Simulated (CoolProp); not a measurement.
Vapour-liquid equilibrium of R134a (1) + R227EA (2) at 0.63 MPa; x and y are mole fractions of (1).

Model: multi-fluid Helmholtz-energy mixture model, Tillner-Roth 1994 and Lemmon 2016; pair parameters Bell 2016, in CoolProp.

| x | bubble temperature (°C) | y at the bubble point | dew temperature at overall composition x (°C) | liquid density (mol/L) |
|---|---|---|---|---|
| 0.05 | 35.1 | 0.071 | 35.4 | 8.026 |
| 0.2 | 32.3 | 0.264 | 33.2 | 8.500 |
| 0.35 | 30.0 | 0.431 | 31.1 | 9.013 |
| 0.5 | 27.9 | 0.578 | 29.0 | 9.571 |
| 0.65 | 26.2 | 0.711 | 27.0 | 10.18 |
| 0.8 | 24.8 | 0.837 | 25.2 | 10.86 |
| 0.95 | 23.5 | 0.959 | 23.6 | 11.62 |

No azeotrope shows between x = 0.05 and 0.95.

Pair parameters are fitted to limited data, so mixtures are less certain than the pure fluids.
